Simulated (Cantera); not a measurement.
An isothermal plug-flow reactor at 925 K and 48000 Pa (inlet), inlet velocity 0.74 m/s, active area per volume 400 1/m; feed 0.471 % CH4, 15.0 % O2, 84.5 % N2.

Cantera simulation using Deutschmann's 1995 Pt surface mechanism with GRI-Mech 3.0 gas chemistry; the numbers are that mechanism's predictions, not measurements. Catalytic surfaces can have several steady states; this one follows from the mechanism file's or the stated starting coverage. Mass transfer to the wall is taken as infinitely fast.

x: gas mole fraction; θ: surface coverage.

| z (m) | x CH4 | x O2 | x H2O | x CO2 | x CO | θ free Pt | θ O* |
|---|---|---|---|---|---|---|---|
| 5e-05 | 0.00471 | 0.150 | 7.34e-6 | 3.42e-6 | 2.52e-7 | 0.137 | 0.863 |
| 8.9e-05 | 0.00470 | 0.150 | 1.31e-5 | 6.11e-6 | 4.20e-7 | 0.137 | 0.863 |
| 0.00016 | 0.00470 | 0.150 | 2.35e-5 | 1.11e-5 | 6.75e-7 | 0.137 | 0.863 |
| 0.00028 | 0.00469 | 0.150 | [?] | [?] | [?] | 0.137 | 0.863 |
| 0.0005 | 0.00467 | 0.150 | [?] | [?] | [?] | 0.137 | 0.863 |
| 0.00089 | 0.00464 | 0.150 | 0.000130 | 6.34e-5 | 1.52e-6 | 0.137 | 0.862 |
| 0.0016 | 0.00459 | 0.150 | 0.000232 | 0.000115 | 1.57e-6 | 0.137 | 0.862 |
| 0.0028 | 0.00451 | 0.149 | 0.000403 | 0.000200 | 1.55e-6 | 0.137 | 0.862 |
| 0.005 | 0.00436 | 0.149 | 0.000707 | 0.000352 | 1.50e-6 | 0.137 | 0.862 |

**Question.** Fill in the missing entries.

**Answer.** 
- 0.00028, x H2O: 4.11e-5
- 0.00028, x CO2: 1.95e-5
- 0.00028, x CO: 9.86e-7
- 0.0005, x H2O: 7.32e-5
- 0.0005, x CO2: 3.53e-5
- 0.0005, x CO: 1.31e-6
